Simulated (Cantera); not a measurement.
A closed system holds: 1 mol PbO, 2300 mol H2, 1 mol N2, held at 1975 K and 0.250 bar.

Cantera equilibrium calculation (NASA polynomials, part measured and part estimated; ideal gas, pure solids and liquids). Candidate condensed phases: H2O, Pb, PbO, PbO2, Pb3O4; 27 gas species. Rates play no part.

Base state: H2 0.996, H 0.00273, Pb 0.000434, N2 0.000434, H2O 0.000434 (mole fractions); condensed: gas only.

Question: What changes in the equilibrium state with this change: temperature from 1975 K to 1625 K?

Answer: 
```json
[
 {"species": "H2", "before": "0.996", "after": "0.999"},
 {"species": "Pb", "before": "0.000434", "after": "0.000434"},
 {"species": "H2O", "before": "0.000434", "after": "0.000434"},
 {"species": "H", "before": "0.00273", "after": "0.000141"},
 {"species": "N2", "before": "0.000434", "after": "0.000434"}
]
```
